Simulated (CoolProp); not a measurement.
Ethanol at several states: Z from the reference equation and from simpler models built on Tc = 514.7 K, pc = 62.68 bar, ω = 0.644; each cubic takes its own stable root.

Model: reference Helmholtz-energy equation of state, Schroeder 2014, in CoolProp.

```csv
T (K),p (bar),phase,reference,van der Waals,Redlich-Kwong
401.8,0.565,gas,0.9909,0.9952,0.9938
232.3,22.2,liquid,0.06285,0.1162,0.07822
222.2,80.6,liquid,0.2352,0.4328,0.2928
313.2,348,liquid,0.7688,1.369,0.9604
```
